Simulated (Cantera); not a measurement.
A Cantera script and what it prints.

```python
import numpy as np
import cantera as ct

gas_names = """
    CL CL2 H HCL H2 Si SiCL SiCL2 SiCL3 SiCL4 SiH SiHCL3 SiH2 SiH2CL2 SiH3 SiH3CL SiH4 Si2 Si3
""".split()
cond_names = """
    Si(cr) Si(L)
""".split()


# ... load() reads the species with a 1 bar reference pressure and builds the phases ...
atoms = {
    'Si2H6': {'Si': 2, 'H': 6},
    'HCl': {'H': 1, 'CL': 1},
    'H2': {'H': 2},
}
top_T = {}  # K; cautious upper limits of use, not melting points


# ... equilibrate(T, P, feed) seeds the gas with the atoms and calls Mixture.equilibrate('TP', solver="vcs", rtol=1e-11, max_steps=5000) ...
results = []
feed = {'Si2H6': 1, 'HCl': 0.77, 'H2': 610}  # mol
P = 310  # Pa
for T in [1075, 1125, 1175, 1225, 1275, 1325, 1375, 1425, 1475, 1525, 1575, 1625, 1675, 1725]:
    mix = equilibrate(T, P, feed)
    results.append((T, P, feed, dict(zip(mix.species_names, mix.species_moles))))

top = {s: max(r[3][s] / sum(r[3][g] for g in gas_names) for r in results) for s in gas_names}
cols = sorted((s for s in top if top[s] > 0.0001), key=lambda s: -top[s])[:6]
seen = [c for c in cond_names if any(r[3].get(c, 0) > 1e-12 for r in results)]
print("log10 of partial pressures in bar; condensed amounts in mol")
print(f"{'T/K':>10s}" + "".join(f"{s[:9]:>10s}" for s in cols + seen))
for T, P, feed, n in results:
    ng = sum(n[g] for g in gas_names)
    print(f"{T:10.4g}" + "".join(f"{np.log10(max(n[s] / ng * P / 1e5, 1e-99)):10.3f}" for s in cols)
          + "".join(f"{n.get(c, 0):10.4g}" for c in seen))
```

Output:

```
log10 of partial pressures in bar; condensed amounts in mol
       T/K        H2         H       HCL        Si    Si(cr)     Si(L)
      1075    -2.509    -9.088    -5.412   -14.120     1.998         0
      1125    -2.509    -8.607    -5.412   -13.154     1.998         0
      1175    -2.509    -8.166    -5.413   -12.271     1.998         0
      1225    -2.509    -7.761    -5.413   -11.461     1.998         0
      1275    -2.509    -7.387    -5.413   -10.715     1.997         0
      1325    -2.509    -7.041    -5.413   -10.025     1.997         0
      1375    -2.509    -6.720    -5.413    -9.387     1.997         0
      1425    -2.509    -6.421    -5.414    -8.793     1.996         0
      1475    -2.509    -6.142    -5.414    -8.240     1.995         0
      1525    -2.509    -5.881    -5.414    -7.724     1.991         0
      1575    -2.510    -5.636    -5.414    -7.241     1.981         0
      1625    -2.510    -5.406    -5.415    -6.788     1.956         0
      1675    -2.510    -5.190    -5.416    -6.363     1.894         0
      1725    -2.511    -4.987    -5.417    -5.993         0     1.764
```

Equilibrium computed with Cantera from the NASA thermochemical tables; the gas is ideal and each condensed phase is pure. The feed counts by its element totals alone. Gases not in the tables: Si2H6 and higher silanes.
